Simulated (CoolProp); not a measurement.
Vapour-liquid equilibrium of ethylene (1) + 1-butene (2) at 0.0974 MPa; x and y are mole fractions of (1).

Computed with CoolProp (multi-fluid Helmholtz-energy mixture model, Smukala 2000 and Lemmon 2005; pair parameters Bell 2016).

```tsv
x	bubble temperature (K)	y at the bubble point	dew temperature at overall composition x (K)	liquid density (mol/L)
0.05	236.5	0.739	264.5	11.97
0.15	208.1	0.956	261.8	13.03
0.25	195.5	0.985	258.8	13.84
0.35	188.1	0.993	255.4	14.61
0.45	182.9	0.996	251.7	15.38
0.55	179.1	0.998	247.3	16.17
0.65	176.1	0.999	242.2	17.00
0.75	173.6	0.999	235.7	17.88
0.85	171.5	1.000	226.6	18.80
0.95	169.6	1.000	209.9	19.77
```

No azeotrope shows between x = 0.05 and 0.95.

The pair parameters rest on a limited set of measurements; away from them the model extrapolates. The gap from Raoult's law changes sign with composition, which may be real or a fault of the pair parameters; it wasn't checked against measurements.
